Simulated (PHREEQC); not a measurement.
# Copper plating or etch bath (model solution)

Solution (82 °C): 0.0035 mol Cu(NO3)2 and 0.00046 mol HNO3 per kg of water. Closed to the air; pH follows from the charge balance.

Equilibrium calculation in PHREEQC: ion-association model, phreeqc.dat.

- pH: 3.38
- ionic strength: 0.0110 mol/kgw
- specific conductance: 2490 µS/cm
- total alkalinity: -0.460 meq/kg

```json
[
 {"species": "NO3-", "molality": "0.00746", "activity": "0.00658", "log γ": "-0.054"},
 {"species": "Cu+2", "molality": "0.00350", "activity": "0.00222", "log γ": "-0.198"},
 {"species": "H+", "molality": "0.000461", "activity": "0.000415", "log γ": "-0.046"},
 {"species": "Cu2(OH)2+2", "molality": "2.35e-7", "activity": "1.45e-7", "log γ": "-0.210"},
 {"species": "CuOH+", "molality": "6.03e-8", "activity": "5.35e-8", "log γ": "-0.053"}
]
```

Precipitation was switched off in this run. Species that the database lacks are ignored. At this temperature some constants are extrapolated from 25 °C, and those without enthalpy data are left unchanged.
